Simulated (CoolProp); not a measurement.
Properties of CF4 (R14) at several states (Tc = 227.4 K, pc = 3.762 MPa, ω = 0.178).

Computed with CoolProp (reference Helmholtz-energy equation of state, Platzer 1990). This equation is an older, rougher fit.

| T (K) | p (MPa) | phase | Z | cv (kJ/(kg K)) | Joule-Thomson coefficient (K/MPa) | viscosity (µPa s) |
|---|---|---|---|---|---|---|
| 400.3 | 0.187 | gas | 0.9983 | 0.7297 | 2.798 | 22.1 |
| 156.9 | 0.0272 | gas | 0.9927 | 0.3740 | 23.68 | 9.34 |
| 466.1 | 5.75 | supercritical | 0.9942 | 0.7889 | 1.629 | 26.4 |

Viscosity comes from a separate model (Huber 2003), an estimate that may be off by 10 % or more.
